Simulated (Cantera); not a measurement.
An isothermal, constant-pressure homogeneous reactor starts with N2O : N2 = 1 : 0.17 (molar parts), at 1125 K and 54000 Pa. Integrator tolerance rtol = 1e-08.

Computed with Cantera and GRI-Mech 3.0 (53 species, 325 reactions). GRI-Mech 3.0 was tuned for natural gas; its chemistry of N2O as a main component is partial and can be far from experiment. The mechanism lacks the step 2 NO + O2 → 2 NO2, which can matter for NO2 below about 1400 K. The temperature is held fixed by assumption; the heat of reaction is taken as removed at once.

Problem. What does this change do: temperature 1125 to 1148 K?

Solution. 
| quantity | before | after |
|---|---|---|
| x(N2O) at 1.00 s | 0.774 (gas-phase equilibrium 6.14e-9) | 0.729 (gas-phase equilibrium 7.34e-9) |
| x(NO) at 1.00 s | 0.00426 (gas-phase equilibrium 0.000120) | 0.00734 (gas-phase equilibrium 0.000146) |
| x(O) at 1.00 s | 4.94e-7 (gas-phase equilibrium 3.46e-9) | 7.28e-7 (gas-phase equilibrium 5.95e-9) |
| x(N2) at 1.00 s | 0.195 (gas-phase equilibrium 0.701) | 0.223 (gas-phase equilibrium 0.701) |
| x(O2) at 1.00 s | 0.0260 (gas-phase equilibrium 0.299) | 0.0402 (gas-phase equilibrium 0.299) |

Problem. What does this change do: temperature 1125 to 1048 K?

Solution. 
| quantity | before | after |
|---|---|---|
| x(N2O) at 1.00 s | 0.774 (gas-phase equilibrium 6.14e-9) | 0.841 (gas-phase equilibrium 3.19e-9) |
| x(NO) at 1.00 s | 0.00426 (gas-phase equilibrium 0.000120) | 0.000517 (gas-phase equilibrium 5.86e-5) |
| x(O) at 1.00 s | 4.94e-7 (gas-phase equilibrium 3.46e-9) | 1.15e-7 (gas-phase equilibrium 4.74e-10) |
| x(N2) at 1.00 s | 0.195 (gas-phase equilibrium 0.701) | 0.154 (gas-phase equilibrium 0.701) |
| x(O2) at 1.00 s | 0.0260 (gas-phase equilibrium 0.299) | 0.00470 (gas-phase equilibrium 0.299) |

Problem. What does this change do: N2 0.17 to 1.3 parts?

Solution. 
```tsv
quantity	before	after
x(N2O) at 1.00 s	0.774 (gas-phase equilibrium 6.14e-9)	0.399 (gas-phase equilibrium 5.56e-9)
x(NO) at 1.00 s	0.00426 (gas-phase equilibrium 0.000120)	0.00220 (gas-phase equilibrium 0.000100)
x(O) at 1.00 s	4.94e-7 (gas-phase equilibrium 3.46e-9)	4.94e-7 (gas-phase equilibrium 2.67e-9)
x(N2) at 1.00 s	0.195 (gas-phase equilibrium 0.701)	0.585 (gas-phase equilibrium 0.821)
x(O2) at 1.00 s	0.0260 (gas-phase equilibrium 0.299)	0.0134 (gas-phase equilibrium 0.179)
```
